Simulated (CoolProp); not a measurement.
CH3F (R41) along the isotherm 425 K: Z from the reference equation and from simpler models built on Tc = 317.3 K, pc = 59.06 bar, ω = 0.200; each cubic takes its own stable root.

The numbers come from the reference Helmholtz-energy equation of state, Lemmon 2006 in CoolProp. It is a short technical equation, of lower accuracy than the large ones.

```tsv
p (bar)	phase	reference
8.86	gas	0.9779
17.7	gas	0.9560
26.6	gas	0.9340
35.4	gas	0.9126
44.3	gas	0.8911
53.2	gas	0.8698
62	supercritical	0.8492
70.9	supercritical	0.8287
79.7	supercritical	0.8090
88.6	supercritical	0.7896
```

### Question
How far does each simpler model (van der Waals, Redlich-Kwong, Soave-Redlich-Kwong, Peng-Robinson) lie from the reference over these 10 states: mean and median of the absolute difference, and the worst?

### Answer
- van der Waals: mean 1.1 %, median 0.7 %, worst -3.5 % at 425 K and 88.6 bar
- Redlich-Kwong: mean 0.2 %, median 0.3 %, worst +0.3 % at 425 K and 88.6 bar
- Soave-Redlich-Kwong: mean 3.0 %, median 2.8 %, worst +6.1 % at 425 K and 88.6 bar
- Peng-Robinson: mean 0.8 %, median 0.6 %, worst +2.1 % at 425 K and 88.6 bar
